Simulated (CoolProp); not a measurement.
Vapour-liquid equilibrium of diethyl ether (1) + ethanol (2) at 0.0369 MPa; x and y are mole fractions of (1).

Values from CoolProp's multi-fluid Helmholtz-energy mixture model, Thol 2014 and Schroeder 2014; pair parameters Bell 2016.

```tsv
x	bubble temperature, mixture model (K)	bubble temperature, Raoult's law (K)	y, mixture model	y, Raoult's law
0.05	317.5	323.4	0.422	0.233
0.15	303.8	315.4	0.741	0.539
0.25	296.5	308.7	0.843	0.713
0.35	292.4	303.1	0.886	0.816
0.45	289.9	298.4	0.909	0.881
0.55	288.3	294.4	0.924	0.923
0.65	286.9	291.0	0.937	0.951
0.75	285.6	288.0	0.950	0.971
0.85	284.3	285.4	0.966	0.985
0.95	282.8	283.0	0.987	0.996
```

The largest gap from Raoult's law is -12.2 K in bubble temperature, at x = 0.25. No azeotrope shows between x = 0.05 and 0.95.

The pair parameters rest on a limited set of measurements; away from them the model extrapolates.
